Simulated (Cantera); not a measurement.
Si + HCl + H2 (chlorosilane synthesis and conversion)

Feed: 1 mol Si, 0.69 mol HCl, 1.3 mol H2, held at 1 atm.

Cantera equilibrium calculation (NASA polynomials, part measured and part estimated; ideal gas, pure solids and liquids). Candidate condensed phases: Si; 19 gas species. The tables' values for SiCl3, SiCl are old estimates; treat these amounts as uncertain. Kinetics and transport are ignored.

| T (K) | x H2 | x HCl | x SiCl2 | x SiCl4 | x SiHCl3 | x SiCl3 | x SiH2Cl2 | x H | n Si(s) |
|---|---|---|---|---|---|---|---|---|---|
| 575 | 0.892 | 1.75e-5 | 1.31e-10 | 0.0607 | 0.0460 | 6.03e-8 | 0.00161 | <1e-12 | 0.805 |
| 675 | 0.892 | 0.000164 | 1.92e-8 | 0.0619 | 0.0442 | 1.62e-6 | 0.00196 | <1e-12 | 0.806 |
| 775 | 0.892 | 0.000851 | 7.67e-7 | 0.0628 | 0.0425 | 1.84e-5 | 0.00222 | <1e-12 | 0.807 |
| 875 | 0.890 | 0.00301 | 1.30e-5 | 0.0632 | 0.0409 | 0.000119 | 0.00242 | 4.70e-11 | 0.808 |
| 975 | 0.887 | 0.00813 | 0.000120 | 0.0627 | 0.0391 | 0.000516 | 0.00255 | 1.07e-9 | 0.811 |
| 1075 | 0.880 | 0.0180 | 0.000719 | 0.0605 | 0.0367 | 0.00166 | 0.00261 | 1.37e-8 | 0.815 |
| 1175 | 0.867 | 0.0341 | 0.00306 | 0.0554 | 0.0332 | 0.00416 | 0.00256 | 1.13e-7 | 0.821 |
| 1275 | 0.849 | 0.0565 | 0.00974 | 0.0462 | 0.0280 | 0.00832 | 0.00236 | 6.75e-7 | 0.826 |
| 1375 | 0.825 | 0.0825 | 0.0238 | 0.0330 | 0.0210 | 0.0131 | 0.00199 | 3.09e-6 | 0.826 |
| 1475 | 0.799 | 0.106 | 0.0447 | 0.0188 | 0.0134 | 0.0157 | 0.00149 | 1.15e-5 | 0.820 |
| 1575 | 0.780 | 0.123 | 0.0658 | 0.00839 | 0.00710 | 0.0145 | 0.000991 | 3.65e-5 | 0.812 |
| 1675 | 0.769 | 0.131 | 0.0810 | 0.00319 | 0.00337 | 0.0112 | 0.000614 | 0.000101 | 0.805 |
x: gas mole fraction; n: condensed amount in mol.

From 575 K to 1675 K the condensed part is Si(s). The main Si-bearing gas is SiCl4 at 575 K and SiCl2 at 1675 K.
